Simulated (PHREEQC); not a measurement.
**Acid mine or pickling water: an equilibrium model**

Synthetic water in mg/kgw, 25 °C, pH 2.53:

| constituent | mg/kgw |
|---|---|
| Na | 1540 |
| K | 176 |
| Ca | 225 |
| Mg | 333 |
| Cl | 271 |
| S(6) as SO4 | 5130 |
| Mn(2) | 62.4 |

Cl is adjusted to close the charge balance.
Valence states are taken as typed.

The numbers come from PHREEQC with the Pitzer model, pitzer.dat.

No solid was allowed to form.

Problem. Predict the specific conductance.

Solution. specific conductance 11500 µS/cm.

Problem. In which forms is S present?

Solution. SO4-2 92 %, HSO4- 8.2 % of the S.
